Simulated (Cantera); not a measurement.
A closed system holds: 1 mol trisilylamine, 13 mol NH3, held at 1.33 mbar.

Equilibrium computed with Cantera from the NASA thermochemical tables; the gas is ideal and each condensed phase is pure. Candidate condensed phases: Si, Si3N4; 18 gas species. The feed counts by its element totals alone. The tables' values for SiN are old estimates; treat these amounts as uncertain. Gases not in the tables: Si2H6 and higher silanes. The numbers say what is thermodynamically allowed, not how fast it happens.

### Question
At 1575 °C, list the 7 most abundant gas species with their mole fractions, and the condensed phases.

### Answer
H2 0.759, N2 0.223, H 0.0127, Si 0.00471, SiH 0.000149, Si2N 4.78e-5, Si2 3.27e-5. Condensed: Si(l).
